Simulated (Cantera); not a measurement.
N2O furnace oxynitridation

An isothermal, constant-pressure homogeneous reactor starts with N₂O : H₂ : N₂ = 7.2 : 0.039 : 0.79 (molar parts), at 1375 K and 0.257 atm.

Computed with Cantera and GRI-Mech 3.0 (53 species, 325 reactions). GRI-Mech 3.0 was tuned for natural gas; its chemistry of N2O as a main component is partial and can be far from experiment. The mechanism lacks the step 2 NO + O2 → 2 NO2, which can matter for NO2 below about 1400 K. The temperature is held fixed by assumption; the heat of reaction is taken as removed at once.

```tsv
t (s)	x N₂O	x H₂	x H	x HO₂	x OH	x N₂	x O₂
7.00e-6	0.897	0.00486	1.10e-7	2.35e-9	5.51e-7	0.0984	1.43e-6
3.22e-5	0.897	0.00485	5.52e-7	1.70e-7	7.47e-6	0.0985	1.81e-5
0.000148	0.896	0.00472	2.09e-6	4.72e-6	4.11e-5	0.0988	0.000120
0.000683	0.893	0.00343	3.01e-6	1.75e-5	8.36e-5	0.101	0.000654
0.00315	0.881	0.000805	5.20e-7	9.30e-6	5.71e-5	0.109	0.00328
0.0145	0.839	1.52e-5	2.49e-8	2.03e-6	3.37e-5	0.135	0.0149
0.0667	0.682	5.24e-8	2.20e-8	5.32e-7	3.68e-5	0.229	0.0600
0.307	0.297	5.68e-8	2.77e-8	1.03e-7	3.42e-5	0.459	0.171
1.41	0.0204	2.69e-8	8.27e-9	2.02e-8	1.89e-5	0.627	0.254
6.52	9.70e-6	3.99e-9	4.29e-10	1.13e-8	6.50e-6	0.641	0.261
30.0	2.47e-6	3.98e-9	4.27e-10	1.13e-8	6.49e-6	0.641	0.261
```
x: mole fraction; the columns are a selection and need not sum to one.

Equilibrium at this temperature and pressure: N₂O 2.18e-8, H₂ 3.65e-9, H 4.09e-10, HO₂ 1.28e-8, OH 6.76e-6, N₂ 0.688, O₂ 0.308 (gas phase only).
